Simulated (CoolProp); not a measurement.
Oxygen along the isotherm 96.6 K: fugacity coefficient from the reference equation and from simpler models built on Tc = 154.6 K, pc = 5.046 MPa, ω = 0.022; each cubic takes its own stable root.

Values from CoolProp's reference Helmholtz-energy equation of state, Schmidt 1985.

```json
[
 {"p (MPa)": "0.00798", "phase": "gas", "reference": "0.9980", "Redlich-Kwong": "0.9980", "Peng-Robinson": "0.9980"},
 {"p (MPa)": "0.0129", "phase": "gas", "reference": "0.9968", "Redlich-Kwong": "0.9968", "Peng-Robinson": "0.9968"},
 {"p (MPa)": "0.0208", "phase": "gas", "reference": "0.9948", "Redlich-Kwong": "0.9949", "Peng-Robinson": "0.9948"},
 {"p (MPa)": "0.0336", "phase": "gas", "reference": "0.9916", "Redlich-Kwong": "0.9917", "Peng-Robinson": "0.9916"},
 {"p (MPa)": "0.0544", "phase": "gas", "reference": "0.9863", "Redlich-Kwong": "0.9866", "Peng-Robinson": "0.9865"},
 {"p (MPa)": "0.0878", "phase": "gas", "reference": "0.9779", "Redlich-Kwong": "0.9783", "Peng-Robinson": "0.9782"},
 {"p (MPa)": "0.142", "phase": "gas", "reference": "0.9642", "Redlich-Kwong": "0.9650", "Peng-Robinson": "0.9648"},
 {"p (MPa)": "0.229", "phase": "liquid", "reference": "0.7868", "Redlich-Kwong": "0.6578", "Peng-Robinson": "0.7937"},
 {"p (MPa)": "0.37", "phase": "liquid", "reference": "0.4894", "Redlich-Kwong": "0.4092", "Peng-Robinson": "0.4934"},
 {"p (MPa)": "0.598", "phase": "liquid", "reference": "0.3053", "Redlich-Kwong": "0.2552", "Peng-Robinson": "0.3075"},
 {"p (MPa)": "0.967", "phase": "liquid", "reference": "0.1913", "Redlich-Kwong": "0.1599", "Peng-Robinson": "0.1924"},
 {"p (MPa)": "1.56", "phase": "liquid", "reference": "0.1211", "Redlich-Kwong": "0.1012", "Peng-Robinson": "0.1216"},
 {"p (MPa)": "2.52", "phase": "liquid", "reference": "0.07761", "Redlich-Kwong": "0.06485", "Peng-Robinson": "0.07758"}
]
```
